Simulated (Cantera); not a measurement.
Feed: 1 mol Al(CH3)3, 0.92 mol H2O, 1.3 mol N2, equilibrated at 13300 Pa.

Method: chemical equilibrium by Gibbs-energy minimisation in Cantera with the NASA 1993 tables (ideal gas, pure condensed phases). Candidate condensed phases: Al, AlN, Al2O3, C, C6H6, C7H8, C8H18, H2O; 148 gas species. The feed counts by its element totals alone. Mutual solubility and eutectic melting of coexisting phases are not modelled. The numbers say what is thermodynamically allowed, not how fast it happens.

Which condensed phases are stable at each of these points (T (°C)): 927, 1002, 1077, 1152, 1227, 1302, 1377?


```tsv
T (°C)	condensed phases	Al condensed (%)
927	AlN(s) + Al2O3(s) + C(graphite)	100.0
1002	AlN(s) + Al2O3(s) + C(graphite)	100.0
1077	AlN(s) + Al2O3(s) + C(graphite)	100.0
1152	AlN(s) + Al2O3(s) + C(graphite)	100.0
1227	AlN(s) + Al2O3(s) + C(graphite)	100.0
1302	AlN(s) + Al2O3(s) + C(graphite)	100.0
1377	AlN(s) + C(graphite)	100.0
```

From 927 °C to 1302 °C the condensed part is AlN(s) + Al2O3(s) + C(graphite). At 1377 °C the condensed part is AlN(s) + C(graphite).
